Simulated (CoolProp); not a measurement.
n-perfluorohexane along the isotherm 315.8 K: Z from the reference equation and from simpler models built on Tc = 448.0 K, pc = 1.742 MPa, ω = 0.497; each cubic takes its own stable root.

The numbers come from the reference Helmholtz-energy equation of state, Gao 2022 in CoolProp.

```
p (MPa)   phase  reference
-------  ------  ---------
0.29     liquid    0.02298
0.581    liquid    0.04599
0.871    liquid    0.06888
1.16     liquid    0.09164
1.45     liquid     0.1144
1.74     liquid     0.1372
2.03     liquid     0.1599
2.32     liquid     0.1826
2.61     liquid     0.2052
2.9      liquid     0.2278
3.19     liquid     0.2504
3.48     liquid     0.2729
3.77     liquid     0.2954
4.06     liquid     0.3178
4.35     liquid     0.3403
```

Q: How far does each simpler model (van der Waals, Redlich-Kwong, Soave-Redlich-Kwong, Peng-Robinson) lie from the reference over these 15 states: mean and median of the absolute difference, and the worst?

A: 
- van der Waals: mean 316.2 %, median 74.5 %, worst +3699.4 % at 315.8 K and 0.29 MPa
- Redlich-Kwong: mean 22.4 %, median 22.3 %, worst +24.6 % at 315.8 K and 0.29 MPa
- Soave-Redlich-Kwong: mean 14.6 %, median 14.6 %, worst +15.4 % at 315.8 K and 0.29 MPa
- Peng-Robinson: mean 1.6 %, median 1.5 %, worst +2.0 % at 315.8 K and 0.29 MPa

At some of these states van der Waals gives the other phase, because its saturation line lies elsewhere.
